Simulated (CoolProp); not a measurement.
Vapour-liquid equilibrium of acetone (1) + n-nonane (2) at 122.35 °C; x and y are mole fractions of (1).

The numbers come from the multi-fluid Helmholtz-energy mixture model, Lemmon 2006 and Lemmon 2006; pair parameters Bell 2016 in CoolProp.

Q: Give the bubble pressure and the first vapour's composition at x = 0.35, 0.425, 0.65. Is there an azeotrope?

A: x = 0.35: 0.3691 MPa, y = 0.892; x = 0.425: 0.4027 MPa, y = 0.905; x = 0.65: 0.4839 MPa, y = 0.934. No azeotrope shows between x = 0.05 and 0.95.

Pair parameters are fitted to limited data, so mixtures are less certain than the pure fluids. With so large a gap from Raoult's law the liquid may split in two, which this calculation doesn't test in full.
